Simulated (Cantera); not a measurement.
Cantera run:

```python
import numpy as np
import cantera as ct

gas_names = [...]  # 113 gases of nasa_gas.yaml made of C, H, O, Ti
cond_names = """
    C(gr) C6H6(L) C7H8(L) C8H18(L),n-octa H2O(s) H2O(L) Ti(a) Ti(b) Ti(L) TiC(s) TiC(L) TiO(a) TiO(b)
    TiO(L) TiO2(ru) TiO2(L) Ti2O3(a) Ti2O3(b) Ti2O3(L) Ti3O5(a) Ti3O5(b) Ti3O5(L) Ti4O7(s) Ti4O7(L)
""".split()


# ... load() reads the species with a 1 bar reference pressure and builds the phases ...
atoms = {
    'Ti(OiPr)4': {'Ti': 1, 'C': 12, 'H': 28, 'O': 4},
    'C3H8': {'C': 3, 'H': 8},
}
top_T = {'C(gr)': 4500}  # K; cautious upper limits of use, not melting points


# ... equilibrate(T, P, feed) seeds the gas with the atoms and calls Mixture.equilibrate('TP', solver="vcs", rtol=1e-11, max_steps=5000) ...
results = []
feed = {'Ti(OiPr)4': 1, 'C3H8': 0.24}  # mol
T = 1323.15  # K
P = 6300  # Pa
mix = equilibrate(T, P, feed)
results.append((T, P, feed, dict(zip(mix.species_names, mix.species_moles))))
print(gas.report(threshold=0.0001))
for i in range(1, mix.n_phases):
    print(f"{mix.phase(i).name:16s} {mix.phase_moles(i):12.5e} mol")
```

It prints:

```
       temperature   1323.2 K
          pressure   6300 Pa
           density   0.0042977 kg/m^3
  mean mol. weight   7.5048 kg/kmol
   phase of matter   gas

                          1 kg             1 kmol
                     ---------------   ---------------
          enthalpy        1.0317e+06        7.7426e+06  J
   internal energy       -4.3422e+05       -3.2587e+06  J
           entropy             28888         2.168e+05  J/K
    Gibbs function       -3.7191e+07       -2.7911e+08  J
 heat capacity c_p            4298.4             32258  J/K
 heat capacity c_v            3190.5             23944  J/K

                      mass frac. Y      mole frac. X     chem. pot. / RT
                     ---------------   ---------------   ---------------
               CH4        0.00056892        0.00026614           -44.458
                CO           0.78731           0.21095            -40.75
                H2           0.21187           0.78869           -21.247
     [ +110 minor]         0.0002524        9.4174e-05

C(gr)             7.71659e+00 mol
Ti(b)             0.00000e+00 mol
TiC(s)            1.00000e+00 mol
TiO(b)            0.00000e+00 mol
TiO2(ru)          0.00000e+00 mol
Ti2O3(b)          0.00000e+00 mol
Ti3O5(b)          0.00000e+00 mol
Ti4O7(s)          0.00000e+00 mol
```

These are equilibrium values from Cantera (NASA tables, ideal gas, pure condensed phases), not measurements of a reactor. The feed counts by its element totals alone. TiC: taken at fixed stoichiometry.
